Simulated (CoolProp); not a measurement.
Vapour-liquid equilibrium of n-pentane (1) + acetone (2) at 419 kPa; x and y are mole fractions of (1).

The numbers come from the multi-fluid Helmholtz-energy mixture model, Thol 2019 and Lemmon 2006; pair parameters Bell 2016 in CoolProp.

### Question
Give the bubble temperature and the first vapour's composition at x = 0.05, 0.275, 0.725. Is there an azeotrope?

### Answer
x = 0.05: 98.5 °C, y = 0.171; x = 0.275: 85.1 °C, y = 0.504; x = 0.725: 80.4 °C, y = 0.716. y crosses x between x = 0.65 and 0.725: the model has an azeotrope there.

The pair parameters rest on a limited set of measurements; away from them the model extrapolates.
